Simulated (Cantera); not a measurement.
Standard-state values (1 bar) from the NASA 1993 polynomials, evaluated with Cantera. Values are per mole of reaction as written; species without (g) are pure solids or liquids, kept so even where they would boil at 1 bar.

V2O4 + 8 H(g) → 2 V + 4 H2O(g)

```tsv
T (K)	ΔH° (kJ)	ΔS° (J/K)	ΔG° (kJ)	log10 K
2300	…	…	…	…
2325	…	…	…	…
2350	…	…	…	…
2375	…	…	…	…
2400	-1553.8	-483.0	-394.6	8.59
```

### Question
Complete the blanks.

### Answer

- 2300, ΔH° (kJ): -1546.6
- 2300, ΔS° (J/K): -479.9
- 2300, ΔG° (kJ): -442.8
- 2300, log10 K: 10.06
- 2325, ΔH° (kJ): -1548.4
- 2325, ΔS° (J/K): -480.7
- 2325, ΔG° (kJ): -430.8
- 2325, log10 K: 9.68
- 2350, ΔH° (kJ): -1550.2
- 2350, ΔS° (J/K): -481.5
- 2350, ΔG° (kJ): -418.7
- 2350, log10 K: 9.31
- 2375, ΔH° (kJ): -1552.0
- 2375, ΔS° (J/K): -482.2
- 2375, ΔG° (kJ): -406.7
- 2375, log10 K: 8.94
